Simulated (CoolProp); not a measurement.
Vapour-liquid equilibrium of isobutene (1) + acetone (2) at -39.75 °C; x and y are mole fractions of (1).

The numbers come from the multi-fluid Helmholtz-energy mixture model, Lemmon 2005 and Lemmon 2006; pair parameters Bell 2016 in CoolProp.

| x | bubble pressure (kPa) | y at the bubble point | dew pressure at overall composition x (kPa) | liquid density (mol/L) |
|---|---|---|---|---|
| 0.05 | 5.048 | 0.860 | 0.7742 | 14.54 |
| 0.15 | 11.48 | ___ | 0.8646 | 14.19 |
| 0.25 | 15.42 | 0.961 | 0.9789 | 13.86 |
| 0.35 | 17.57 | 0.967 | 1.128 | 13.54 |
| 0.45 | 18.62 | ___ | ___ | 13.23 |
| 0.55 | 19.12 | 0.972 | 1.622 | 12.93 |
| 0.65 | 19.46 | 0.973 | 2.076 | 12.65 |
| 0.75 | 19.93 | 0.975 | 2.884 | 12.39 |
| 0.85 | 20.71 | 0.980 | 4.717 | 12.14 |
| 0.95 | 21.96 | 0.991 | 12.77 | 11.91 |

**Question.** What belongs in the gaps?

**Answer.** 
- 0.15, y at the bubble point: 0.943
- 0.45, y at the bubble point: 0.970
- 0.45, dew pressure at overall composition x (kPa): 1.331

No azeotrope shows between x = 0.05 and 0.95.

The pair parameters rest on a limited set of measurements; away from them the model extrapolates. With so large a gap from Raoult's law the liquid may split in two, which this calculation doesn't test in full.
